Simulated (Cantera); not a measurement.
A Cantera script and what it prints.

```python
import numpy as np
import cantera as ct

gas_names = """
    H H2 H2S Pb PbS Pb2 S SH S2 S8
""".split()
cond_names = """
    Pb(cr) Pb(L) PbS(s) PbS(L) S(cr1) S(cr2) S(L)
""".split()


# ... load() reads the species with a 1 bar reference pressure and builds the phases ...
atoms = {
    'PbS': {'Pb': 1, 'S': 1},
    'H2': {'H': 2},
}
top_T = {}  # K; cautious upper limits of use, not melting points


# ... equilibrate(T, P, feed) seeds the gas with the atoms and calls Mixture.equilibrate('TP', solver="vcs", rtol=1e-11, max_steps=5000) ...
results = []
feed = {'PbS': 1, 'H2': 0.51}  # mol
T = 1275  # K
for P in [10, 68, 460, 3200, 22000, 150000, 1000000]:
    mix = equilibrate(T, P, feed)
    results.append((T, P, feed, dict(zip(mix.species_names, mix.species_moles))))
    x = sorted(zip(gas.X, gas.species_names), reverse=True)
    print(f"T = {T:g} K  P = {P:g} Pa  gas = {mix.phase_moles(0):.4g} mol")
    print("   x: " + "  ".join(f"{s} {v:.3e}" for v, s in x if v > 1e-05))
    print("   condensed (mol): " + ("  ".join(f"{mix.phase(i).name} {mix.phase_moles(i):.4g}"
          for i in range(1, mix.n_phases) if mix.phase_moles(i) > 1e-12) or "none"))
```

It prints:

```
T = 1275 K  P = 10 Pa  gas = 1.609 mol
   x: PbS 4.888e-01  H2 3.067e-01  Pb 1.327e-01  S2 6.100e-02  H2S 9.912e-03  SH 7.743e-04  S 4.672e-05  H 4.082e-05
   condensed (mol): none
T = 1275 K  P = 68 Pa  gas = 1.559 mol
   x: PbS 5.599e-01  H2 3.082e-01  Pb 8.153e-02  S2 3.119e-02  H2S 1.858e-02  SH 5.551e-04  H 1.569e-05  S 1.281e-05
   condensed (mol): none
T = 1275 K  P = 460 Pa  gas = 1.529 mol
   x: PbS 6.001e-01  H2 3.038e-01  Pb 5.405e-02  H2S 2.961e-02  S2 1.205e-02  SH 3.426e-04
   condensed (mol): none
T = 1275 K  P = 3200 Pa  gas = 1.514 mol
   x: PbS 6.170e-01  H2 2.992e-01  Pb 4.330e-02  H2S 3.743e-02  S2 2.854e-03  SH 1.655e-04
   condensed (mol): none
T = 1275 K  P = 22000 Pa  gas = 0.5784 mol
   x: H2 7.929e-01  PbS 1.094e-01  H2S 8.877e-02  Pb 8.573e-03  S2 3.327e-04  SH 9.195e-05
   condensed (mol): Pb(L) 0.04683  PbS(s) 0.885
T = 1275 K  P = 150000 Pa  gas = 0.519 mol
   x: H2 8.837e-01  H2S 9.894e-02  PbS 1.604e-02  Pb 1.257e-03  S2 4.880e-05  SH 3.718e-05
   condensed (mol): Pb(L) 0.05077  PbS(s) 0.9403
T = 1275 K  P = 1e+06 Pa  gas = 0.5113 mol
   x: H2 8.970e-01  H2S 1.004e-01  PbS 2.406e-03  Pb 1.886e-04  SH 1.451e-05
   condensed (mol): Pb(L) 0.05127  PbS(s) 0.9474
```

Method: chemical equilibrium by Gibbs-energy minimisation in Cantera with the NASA 1993 tables (ideal gas, pure condensed phases). Mutual solubility and eutectic melting of coexisting phases are not modelled. Gases not in the tables: S3 to S7.
